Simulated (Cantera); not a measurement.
A Cantera script and its output.

```python
import numpy as np
import cantera as ct

gas = ct.Solution("gri30.yaml")
gas.TPX = 1650, 100000, {'CH4': 1, 'CO': 1.1, 'O2': 1.16, 'N2': 9.16}
reactor = ct.IdealGasReactor(gas, energy="on", clone=False)
net = ct.ReactorNet([reactor])
net.rtol, net.atol = 1e-08, 1e-16
show = ['CH4', 'CO', 'O2', 'CH3', 'HO2', 'C2H6', 'NO']
times = np.geomspace(1e-06, 9, 13)

steps = ct.SolutionArray(gas, extra=["t"])
rows = []
print(f"{'t/s':>10s}{'T/K':>9s}{'P/Pa':>11s}" + "".join(f"{s:>11s}" for s in show))
for t in times:
    while net.time < t:
        t_next = net.step()
        steps.append(gas.state, t=t_next)
    rows.append([np.interp(t, steps.t, y) for y in (steps.T, steps.P, *steps(*show).X.T)])
    print(f"{t:10.3e}{rows[-1][0]:9.1f}{rows[-1][1]:11.4g}" + "".join(f"{x:11.3e}" for x in rows[-1][2:]))
rate = np.gradient(steps.T, steps.t)
print("integrator steps:", len(steps.t))
if steps.T.max() > steps.T[0] + 200:
    print(f"time of steepest temperature rise: {steps.t[rate.argmax()]:.4e} s")
gas.TPX = 1650, 100000, {'CH4': 1, 'CO': 1.1, 'O2': 1.16, 'N2': 9.16}
gas.equilibrate("UV")
print(f"equilibrium (UV): T = {gas.T:.1f} K  " + "  ".join(f"{s} {gas[s].X[0]:.3e}" for s in show))
```

It prints:

```
       t/s      T/K       P/Pa        CH4         CO         O2        CH3        HO2       C2H6         NO
 1.000e-06   1650.0      1e+05  8.051e-02  8.857e-02  9.340e-02  9.141e-07  1.495e-07  2.335e-12  2.352e-15
 3.798e-06   1650.0      1e+05  8.051e-02  8.857e-02  9.340e-02  4.453e-06  5.037e-07  2.232e-10  1.988e-14
 1.442e-05   1649.9      1e+05  8.049e-02  8.856e-02  9.339e-02  1.940e-05  1.264e-06  1.629e-08  1.062e-13
 5.477e-05   1649.8  9.999e+04  8.041e-02  8.855e-02  9.336e-02  8.676e-05  1.843e-06  1.149e-06  6.553e-13
 2.080e-04   1651.1  1.001e+05  7.958e-02  8.850e-02  9.298e-02  4.089e-04  4.822e-06  7.737e-05  7.667e-12
 7.900e-04   2528.9  1.645e+05  2.849e-11  1.350e-01  6.346e-05  5.696e-11  4.005e-08  1.011e-20  2.423e-04
 3.000e-03   2547.8  1.656e+05  4.792e-12  1.353e-01  3.739e-05  7.666e-12  2.440e-08  1.166e-23  2.818e-04
 1.139e-02   2547.5  1.655e+05  4.818e-12  1.353e-01  3.727e-05  7.700e-12  2.433e-08  1.178e-23  3.083e-04
 4.327e-02   2547.5  1.655e+05  4.821e-12  1.353e-01  3.726e-05  7.703e-12  2.432e-08  1.179e-23  3.116e-04
 1.643e-01   2547.5  1.655e+05  4.821e-12  1.353e-01  3.726e-05  7.703e-12  2.432e-08  1.179e-23  3.116e-04
 6.240e-01   2547.5  1.655e+05  4.821e-12  1.353e-01  3.726e-05  7.703e-12  2.432e-08  1.179e-23  3.116e-04
 2.370e+00   2547.5  1.655e+05  4.821e-12  1.353e-01  3.726e-05  7.703e-12  2.432e-08  1.179e-23  3.116e-04
 9.000e+00   2547.5  1.655e+05  4.821e-12  1.353e-01  3.726e-05  7.703e-12  2.432e-08  1.179e-23  3.116e-04
integrator steps: 1711
time of steepest temperature rise: 6.5757e-04 s
equilibrium (UV): T = 2547.5 K  CH4 5.369e-12  CO 1.353e-01  O2 3.726e-05  CH3 8.579e-12  HO2 2.432e-08  C2H6 1.423e-23  NO 3.116e-04
```

Cantera simulation using GRI-Mech 3.0 (53 species, 325 reactions); the numbers are that mechanism's predictions, not measurements.
